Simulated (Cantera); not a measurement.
Feed: 1 mol Si₃N₄, 1.4 mol CO₂, 1.8 mol N₂, at 1373.15 K and 3.20 bar.

These are equilibrium values from Cantera (NASA tables, ideal gas, pure condensed phases), not measurements of a reactor. Candidate condensed phases: C, Si, SiC, SiO₂, Si₂N₂O, Si₃N₄; 34 gas species. Mutual solubility and eutectic melting of coexisting phases are not modelled. The tables hold silica as quartz up to 1696 K and as liquid above; real silica turns to tridymite and cristobalite and melts near 1996 K. Rates play no part.

Base state: N₂ 0.945, CO 0.0554, CO₂ 2.23e-5 (mole fractions); condensed: C(graphite) + SiO₂(β-quartz) + Si₂N₂O(s).

What changes in the equilibrium state with this change: temperature from 1373.15 K to 1598 K?


| species | before | after |
|---|---|---|
| N₂ | 0.945 | 0.639 |
| CO | 0.0554 | 0.361 |
| CO₂ | 2.23e-5 | 0.000123 |
| C(graphite), mol | 1.24 | 0.100 |
| SiO₂(β-quartz), mol | 0.762 | 0 |
| Si₂N₂O(s), mol | 1.12 | 1.50 |

What changes in the equilibrium state with this change: Si₃N₄ replaced by Si?


```tsv
species	before	after
N₂	0.945	0.693
CO	0.0554	0.307
CO₂	2.23e-5	0.000682
C(graphite), mol	1.24	0.602
SiO₂(β-quartz), mol	0.762	1.00
Si₂N₂O(s), mol	1.12	0
```
